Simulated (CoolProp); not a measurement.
Properties of ammonia at several states.

Model: reference Helmholtz-energy equation of state, Gao 2020, in CoolProp.

| T (°C) | p (MPa) | phase | Z | cp (kJ/(kg K)) | viscosity (µPa s) | fugacity coefficient |
|---|---|---|---|---|---|---|
| 280.65 | 36 | supercritical | 0.6944 | 4.972 | 29.2 | 0.7004 |
| 170.25 | 1.38 | gas | 0.9669 | 2.508 | [?] | 0.9677 |
| -49.55 | 0.664 | liquid | 0.008671 | 4.402 | [?] | 0.06260 |
| 69.35 | 0.204 | gas | 0.9875 | 2.234 | 11.7 | 0.9877 |
| 63.85 | 0.0143 | gas | 0.9991 | [?] | 11.6 | 0.9991 |

Task: Some entries are withheld; supply them.

Result: 
- 170.25, viscosity (µPa s): 15.7
- -49.55, viscosity (µPa s): 326
- 63.85, cp (kJ/(kg K)): 2.159

Viscosity comes from a separate model (Fenghour 1995).
